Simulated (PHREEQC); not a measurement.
Solution (61 °C): 0.475 mol NH4F per kg of water. Closed to the air; pH follows from the charge balance.

The numbers come from PHREEQC with the ion-association model, wateq4f.dat.

This is a speciation only: nothing precipitates in the calculation.

**Question.** Estimate the pH.

**Answer.** pH 6.07.

Species that the database lacks are ignored. Away from 25 °C the constants follow the database's enthalpies or fits; those with neither stay at their 25 °C values.
